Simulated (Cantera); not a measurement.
Cantera run:

```python
import numpy as np
import cantera as ct

gas_names = [...]  # 118 gases of nasa_gas.yaml made of C, Cl, F, H
cond_names = """
    C(gr) C6H6(L) C7H8(L) C8H18(L),n-octa
""".split()


# ... load() reads the species with a 1 bar reference pressure and builds the phases ...
atoms = {
    'c-C4F8': {'C': 4, 'F': 8},
    'HCl': {'H': 1, 'CL': 1},
    'H2': {'H': 2},
}
top_T = {'C(gr)': 4500}  # K; cautious upper limits of use, not melting points


# ... equilibrate(T, P, feed) seeds the gas with the atoms and calls Mixture.equilibrate('TP', solver="vcs", rtol=1e-11, max_steps=5000) ...
results = []
feed = {'c-C4F8': 1, 'HCl': 0.26, 'H2': 16}  # mol
P = 133.322  # Pa
for T in [2423, 2523, 2623, 2723, 2823, 2923, 3023, 3123, 3223]:
    mix = equilibrate(T, P, feed)
    results.append((T, P, feed, dict(zip(mix.species_names, mix.species_moles))))

top = {s: max(r[3][s] / sum(r[3][g] for g in gas_names) for r in results) for s in gas_names}
cols = sorted((s for s in top if top[s] > 1e-05), key=lambda s: -top[s])[:9]
seen = [c for c in cond_names if any(r[3].get(c, 0) > 1e-12 for r in results)]
print("log10 of partial pressures in bar; condensed amounts in mol")
print(f"{'T/K':>10s}" + "".join(f"{s[:9]:>10s}" for s in cols + seen))
for T, P, feed, n in results:
    ng = sum(n[g] for g in gas_names)
    print(f"{T:10.4g}" + "".join(f"{np.log10(max(n[s] / ng * P / 1e5, 1e-99)):10.3f}" for s in cols)
          + "".join(f"{n.get(c, 0):10.4g}" for c in seen))
```

It prints:

```
log10 of partial pressures in bar; condensed amounts in mol
       T/K         H        H2        HF         F         C        C3        C2        CL       HCL     C(gr)
      2423    -3.411    -3.320    -3.349    -6.210    -7.253    -6.841    -7.883    -5.273    -5.034     3.851
      2523    -3.276    -3.439    -3.379    -5.869    -6.643    -6.150    -7.183    -5.160    -5.172     3.766
      2623    -3.175    -3.599    -3.412    -5.535    -6.079    -5.513    -6.538    -5.084    -5.352     3.547
      2723    -3.109    -3.802    -3.448    -5.204    -5.557    -4.924    -5.941    -5.040    -5.574     2.801
      2823    -3.077    -4.050    -3.495    -4.879    -5.073    -4.379    -5.387    -5.027    -5.838    0.1637
      2923    -3.052    -4.291    -3.538    -4.570    -4.797    -4.399    -5.223    -5.020    -6.094         0
      3023    -3.038    -4.533    -3.599    -4.294    -4.559    -4.474    -5.107    -5.024    -6.351         0
      3123    -3.029    -4.770    -3.695    -4.069    -4.353    -4.598    -5.035    -5.036    -6.607         0
      3223    -3.024    -4.999    -3.832    -3.902    -4.187    -4.794    -5.019    -5.053    -6.856         0
```

Cantera equilibrium calculation (NASA polynomials, part measured and part estimated; ideal gas, pure solids and liquids). The feed counts by its element totals alone.
